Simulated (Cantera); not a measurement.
Cantera run, input and output.

```python
import numpy as np
import cantera as ct

gas = ct.Solution("gri30.yaml")
gas.TPX = 1275, 1333, {'N2O': 1, 'O2': 0.55}
reactor = ct.IdealGasConstPressureReactor(gas, energy="off", clone=False)
net = ct.ReactorNet([reactor])
net.rtol, net.atol = 1e-08, 1e-18
show = ['N2O', 'O2', 'O', 'N2', 'NO', 'NO2']
times = np.geomspace(0.0005, 100, 13)

steps = ct.SolutionArray(gas, extra=["t"])
rows = []
print(f"{'t/s':>10s}{'T/K':>9s}{'P/Pa':>11s}" + "".join(f"{s:>11s}" for s in show))
for t in times:
    while net.time < t:
        t_next = net.step()
        steps.append(gas.state, t=t_next)
    rows.append([np.interp(t, steps.t, y) for y in (steps.T, steps.P, *steps(*show).X.T)])
    print(f"{t:10.3e}{rows[-1][0]:9.1f}{rows[-1][1]:11.4g}" + "".join(f"{x:11.3e}" for x in rows[-1][2:]))
rate = np.gradient(steps.T, steps.t)
print("integrator steps:", len(steps.t))
if steps.T.max() > steps.T[0] + 200:
    print(f"time of steepest temperature rise: {steps.t[rate.argmax()]:.4e} s")
gas.TPX = 1275, 1333, {'N2O': 1, 'O2': 0.55}
gas.equilibrate("TP")
print(f"equilibrium (TP): T = {gas.T:.1f} K  " + "  ".join(f"{s} {gas[s].X[0]:.3e}" for s in show))
```

It prints:

```
       t/s      T/K       P/Pa        N2O         O2          O         N2         NO        NO2
 5.000e-04   1275.0       1333  6.452e-01  3.548e-01  3.297e-06  6.564e-06  4.810e-07  6.448e-14
 1.383e-03   1275.0       1333  6.451e-01  3.548e-01  5.044e-06  2.167e-05  2.447e-06  1.159e-12
 3.824e-03   1275.0       1333  6.451e-01  3.549e-01  5.465e-06  6.723e-05  9.092e-06  1.430e-11
 1.057e-02   1275.0       1333  6.449e-01  3.549e-01  5.470e-06  1.942e-04  2.778e-05  1.308e-10
 2.924e-02   1275.0       1333  6.444e-01  3.550e-01  5.470e-06  5.451e-04  7.943e-05  1.051e-09
 8.086e-02   1275.0       1333  6.430e-01  3.552e-01  5.470e-06  1.514e-03  2.220e-04  7.824e-09
 2.236e-01   1275.0       1333  6.392e-01  3.560e-01  5.470e-06  4.179e-03  6.143e-04  5.279e-08
 6.184e-01   1275.0       1333  6.289e-01  3.580e-01  5.470e-06  1.145e-02  1.684e-03  2.926e-07
 1.710e+00   1275.0       1333  6.014e-01  3.632e-01  5.468e-06  3.081e-02  4.533e-03  1.180e-06
 4.729e+00   1275.0       1333  5.327e-01  3.764e-01  5.465e-06  7.918e-02  1.165e-02  3.581e-06
 1.308e+01   1275.0       1333  3.866e-01  4.045e-01  5.452e-06  1.821e-01  2.677e-02  9.045e-06
 3.616e+01   1275.0       1333  1.712e-01  4.459e-01  5.397e-06  3.339e-01  4.901e-02  1.804e-05
 1.000e+02   1275.0       1333  2.276e-02  4.746e-01  4.826e-06  4.386e-01  6.404e-02  2.658e-05
integrator steps: 619
equilibrium (TP): T = 1275.0 K  N2O 2.525e-09  O2 5.120e-01  O 6.966e-07  N2 4.876e-01  NO 4.141e-04  NO2 8.957e-07
```

Model: GRI-Mech 3.0 (53 species, 325 reactions), integrated in Cantera. GRI-Mech 3.0 was tuned for natural gas; its chemistry of N2O as a main component is partial and can be far from experiment. Radical loss at walls, strong at low pressure, is not modelled. The mechanism lacks the step 2 NO + O2 → 2 NO2, which can matter for NO2 below about 1400 K. The temperature is held fixed by assumption; the heat of reaction is taken as removed at once.
